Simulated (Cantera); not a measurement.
An isothermal, constant-pressure homogeneous reactor starts with 45.5 % C2H4, 54.5 % H2, at 1348 K and 0.345 atm.

Cantera simulation using GRI-Mech 3.0 (53 species, 325 reactions); the numbers are that mechanism's predictions, not measurements. GRI-Mech 3.0 was tuned for natural gas; its chemistry of ethylene as a main component is partial and can be far from experiment. GRI-Mech 3.0 stops at C3 and has no aromatics, soot or wall deposition, so with more carbon than oxygen in the feed, carbon stays in small species such as C2H2 where larger ones or solid carbon would form.

x: mole fraction; the columns are a selection and need not sum to one.

```tsv
t (s)	x C2H4	x H2	x C2H6	x H	x CH4
0.000400	0.454	0.545	2.41e-7	___	1.90e-9
0.00123	0.454	0.546	2.40e-6	___	5.88e-8
0.00380	0.453	0.546	3.57e-5	___	2.61e-6
0.0117	0.429	0.552	0.00118	___	0.000712
0.0360	0.292	0.587	0.00163	___	0.0104
0.111	0.134	0.623	0.000790	1.52e-5	0.0273
0.342	0.0820	0.623	0.000476	___	0.0481
1.05	0.0759	0.595	0.000428	___	0.0844
3.25	0.0694	0.552	0.000373	___	0.140
10.0	0.0618	0.502	0.000316	___	0.204
```

Question: What belongs in the gaps?

Answer: 
- 0.000400, x H: 2.95e-8
- 0.00123, x H: 1.01e-7
- 0.00380, x H: 7.06e-7
- 0.0117, x H: 1.13e-5
- 0.0360, x H: 1.65e-5
- 0.342, x H: 1.21e-5
- 1.05, x H: 8.90e-6
- 3.25, x H: 5.85e-6
- 10.0, x H: 3.81e-6
